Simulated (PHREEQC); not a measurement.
**Reverse-osmosis permeate (model solution)**

Synthetic water in mg/L, 70 °C, pH 6.31, pe 8.5:

| constituent | mg/L |
|---|---|
| Na | 7.19 |
| K | 0.00647 |
| Ca | 0.421 |
| Mg | 0.0241 |
| Cl | 2.6 |
| S(6) as SO4 | 1.94 |
| Alkalinity as HCO3 | 14.2 |
| Sr | 0.0613 |
| Zn | 0.0749 |

Valence states are taken as typed.

All values are PHREEQC results (ion-association model, phreeqc.dat), not measurements.

| Property | Value |
|---|---|
| ionic strength | 0.000376 mol/kgw |
| charge-balance error | -1.0 % |

```csv
species,molality,activity,log γ
Na+,0.000313,0.000305,-0.011
HCO3-,0.000233,0.000227,-0.010
CO2,0.000226,0.000226,0.000
Cl-,7.33e-5,7.16e-5,-0.011
SO4-2,2.01e-5,1.82e-5,-0.042
Ca+2,1.04e-5,9.46e-6,-0.042
Zn+2,1.06e-6,9.64e-7,-0.042
Mg+2,9.77e-7,8.88e-7,-0.042
Sr+2,6.86e-7,6.23e-7,-0.042
H+,5.01e-7,4.90e-7,-0.010
```

Precipitation was switched off in this run. Away from 25 °C the constants follow the database's enthalpies or fits; those with neither stay at their 25 °C values.
